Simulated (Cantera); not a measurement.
Cantera run, input and output.

```python
import numpy as np
import cantera as ct

gas = ct.Solution("h2o2.yaml")
gas.TPX = 698, 11000, {'H2': 1, 'O2': 0.515, 'N2': 1.94}
flame = ct.FreeFlame(gas, width=0.19)
flame.set_refine_criteria(ratio=3, slope=0.08, curve=0.16)
flame.transport_model = "mixture-averaged"
flame.solve(loglevel=0, auto=True)
z, T = flame.grid, flame.T
thick = (T[-1] - T[0]) / np.gradient(T, z).max()
show = ['H2', 'O2', 'HO2', 'H', 'OH', 'O']
print(f"laminar burning velocity  {flame.velocity[0] * 100:.3f} cm/s")
print(f"burnt temperature         {T[-1]:.1f} K")
print(f"thermal thickness         {thick * 1e3:.4f} mm")
print(f"grid points               {len(z)}")
z0 = z[flame.heat_release_rate.argmax()]
print(f"{'z/mm':>9s}{'T/K':>9s}{'u/(m/s)':>9s}" + "".join(f"{s:>11s}" for s in show))
rows = []
for k in (-3, -2, -1.5, -1, -0.5, -0.25, 0, 0.25, 0.5, 1, 2, 4, 8):
    zz = z0 + k * thick
    rows.append([k * thick, np.interp(zz, z, T), np.interp(zz, z, flame.velocity),
                 *(np.interp(zz, z, flame.X[gas.species_index(s)]) for s in show)])
    print(f"{rows[-1][0] * 1e3:9.3f}{rows[-1][1]:9.1f}{rows[-1][2]:9.3f}" + "".join(f"{x:11.3e}" for x in rows[-1][3:]))
```

It prints:

```
laminar burning velocity  796.793 cm/s
burnt temperature         2439.6 K
thermal thickness         9.4364 mm
grid points               138
     z/mm      T/K  u/(m/s)         H2         O2        HO2          H         OH          O
  -28.309    698.0    7.968  2.894e-01  1.491e-01  2.859e-11  1.598e-14  6.921e-17  6.112e-16
  -18.873    698.0    7.968  2.894e-01  1.491e-01  5.807e-11  1.215e-11  5.014e-14  4.258e-13
  -14.155    698.0    7.968  2.894e-01  1.491e-01  1.757e-09  8.695e-10  3.559e-12  2.994e-11
   -9.436    698.0    7.968  2.894e-01  1.491e-01  2.142e-07  2.461e-07  9.624e-10  6.910e-09
   -4.718    700.7    7.996  2.888e-01  1.490e-01  2.803e-05  2.923e-04  9.032e-06  8.491e-06
   -2.359    766.3    8.700  2.735e-01  1.463e-01  2.435e-05  7.747e-03  1.941e-04  3.215e-04
    0.000   1099.9   12.173  1.362e-01  9.831e-02  1.239e-05  7.187e-02  3.330e-03  8.427e-03
    2.359   1371.0   14.955  4.671e-02  4.405e-02  4.985e-06  9.699e-02  8.439e-03  1.763e-02
    4.718   1488.8   16.115  4.545e-02  3.911e-02  3.799e-06  8.655e-02  1.094e-02  1.816e-02
    9.436   1628.8   17.452  4.748e-02  3.595e-02  2.923e-06  7.222e-02  1.393e-02  1.742e-02
   18.873   1786.8   18.918  4.816e-02  3.246e-02  2.192e-06  5.706e-02  1.701e-02  1.568e-02
   37.746   1953.4   20.413  4.682e-02  2.874e-02  1.627e-06  4.246e-02  1.955e-02  1.312e-02
   75.491   2119.9   21.857  4.327e-02  2.488e-02  1.282e-06  2.949e-02  2.091e-02  1.011e-02
```

Computed with Cantera and the H2/O2 subset of GRI-Mech 3.0, which has no nitrogen chemistry. Burning velocities carry a grid error of a few per cent, more on coarse grids.
